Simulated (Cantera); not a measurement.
Charge: 1 mol Fe, 0.39 mol O₂, 71 mol N₂, equilibrated at 1330 Pa.

Method: chemical equilibrium by Gibbs-energy minimisation in Cantera with the NASA 1993 tables (ideal gas, pure condensed phases). Candidate condensed phases: Fe, FeO, Fe₂O₃, Fe₃O₄; 11 gas species. Mutual solubility and eutectic melting of coexisting phases are not modelled. The tables' stoichiometric FeO is somewhat more stable than real wüstite, so its field is too wide. FeO: taken at fixed stoichiometry. Rates play no part.

Task: Which condensed phases are stable at each of these points (T (K)): 1100, 1150, 1200, 1250, 1300, 1350, 1400, 1450, 1500, 1550, 1600, 1650?

Result: 
```json
[
 {"T (K)": "1100", "condensed phases": "Fe(α) + FeO(s)", "Fe condensed (%)": "100.0"},
 {"T (K)": "1150", "condensed phases": "Fe(α) + FeO(s)", "Fe condensed (%)": "100.0"},
 {"T (K)": "1200", "condensed phases": "Fe(γ) + FeO(s)", "Fe condensed (%)": "100.0"},
 {"T (K)": "1250", "condensed phases": "Fe(γ) + FeO(s)", "Fe condensed (%)": "100.0"},
 {"T (K)": "1300", "condensed phases": "Fe(γ) + FeO(s)", "Fe condensed (%)": "100.0"},
 {"T (K)": "1350", "condensed phases": "Fe(γ) + FeO(s)", "Fe condensed (%)": "100.0"},
 {"T (K)": "1400", "condensed phases": "Fe(γ) + FeO(s)", "Fe condensed (%)": "100.0"},
 {"T (K)": "1450", "condensed phases": "Fe(γ) + FeO(s)", "Fe condensed (%)": "100.0"},
 {"T (K)": "1500", "condensed phases": "Fe(γ) + FeO(s)", "Fe condensed (%)": "99.9"},
 {"T (K)": "1550", "condensed phases": "Fe(γ) + FeO(s)", "Fe condensed (%)": "99.8"},
 {"T (K)": "1600", "condensed phases": "Fe(γ) + FeO(s)", "Fe condensed (%)": "99.4"},
 {"T (K)": "1650", "condensed phases": "Fe(γ) + FeO(l)", "Fe condensed (%)": "98.6"}
]
```

From 1100 K to 1150 K the condensed part is Fe(α) + FeO(s). From 1200 K to 1600 K the condensed part is Fe(γ) + FeO(s). At 1650 K the condensed part is Fe(γ) + FeO(l).
